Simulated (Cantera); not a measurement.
Charge: 1 mol Al(CH₃)₃, 0.81 mol N₂O, 830 mol H₂, held at 0.0100 bar.

Method: chemical equilibrium by Gibbs-energy minimisation in Cantera with the NASA 1993 tables (ideal gas, pure condensed phases). Candidate condensed phases: Al, AlN, Al₂O₃, C, C₆H₆, C₇H₈, C₈H₁₈, H₂O; 148 gas species. The feed counts by its element totals alone. Mutual solubility and eutectic melting of coexisting phases are not modelled. Equilibrium is a limit: real reactors are often held back by kinetics, nucleation or transport.

Which condensed phases are stable at each of these points (T (°C)): 750, 800, 850, 900, 950, 1000, 1050, 1100, 1150?


| T (°C) | condensed phases | Al condensed (%) |
|---|---|---|
| 750 | AlN(s) + Al₂O₃(s) + C(graphite) | 100.0 |
| 800 | AlN(s) + Al₂O₃(s) + C(graphite) | 100.0 |
| 850 | AlN(s) + Al₂O₃(s) + C(graphite) | 100.0 |
| 900 | AlN(s) + Al₂O₃(s) + C(graphite) | 100.0 |
| 950 | AlN(s) + Al₂O₃(s) + C(graphite) | 100.0 |
| 1000 | AlN(s) + Al₂O₃(s) + C(graphite) | 100.0 |
| 1050 | AlN(s) + C(graphite) | 100.0 |
| 1100 | AlN(s) + C(graphite) | 100.0 |
| 1150 | AlN(s) + C(graphite) | 100.0 |

From 750 °C to 1000 °C the condensed part is AlN(s) + Al₂O₃(s) + C(graphite). From 1050 °C to 1150 °C the condensed part is AlN(s) + C(graphite).
